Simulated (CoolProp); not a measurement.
Vapour-liquid equilibrium of C2F6 (R116) (1) + R22 (2) at -64.95 °C; x and y are mole fractions of (1).

Model: multi-fluid Helmholtz-energy mixture model, Lemmon 2006 and Kamei 1995; pair parameters Bell 2016, in CoolProp.

| x | bubble pressure, mixture model (bar) | bubble pressure, Raoult's law (bar) | y, mixture model | y, Raoult's law |
|---|---|---|---|---|
| 0.05 | 0.8212 | 0.3638 | 0.667 | 0.268 |
| 0.125 | 1.293 | 0.4892 | 0.796 | 0.499 |
| 0.2 | 1.526 | 0.6145 | 0.832 | 0.635 |
| 0.275 | 1.633 | 0.7399 | 0.846 | 0.725 |
| 0.35 | 1.681 | 0.8652 | 0.852 | 0.789 |
| 0.425 | 1.704 | 0.9906 | 0.856 | 0.837 |
| 0.5 | 1.721 | 1.116 | 0.858 | 0.874 |
| 0.575 | 1.740 | 1.241 | 0.862 | 0.904 |
| 0.65 | 1.767 | 1.367 | 0.869 | 0.928 |
| 0.725 | 1.802 | 1.492 | 0.880 | 0.948 |
| 0.8 | 1.844 | 1.617 | 0.897 | 0.965 |
| 0.875 | 1.889 | 1.743 | 0.923 | 0.980 |
| 0.95 | 1.931 | 1.868 | 0.963 | 0.992 |

The largest gap from Raoult's law is +164.3 % in bubble pressure, at x = 0.125. No azeotrope shows between x = 0.05 and 0.95.

The pair parameters rest on a limited set of measurements; away from them the model extrapolates. With so large a gap from Raoult's law the liquid may split in two, which this calculation doesn't test in full.
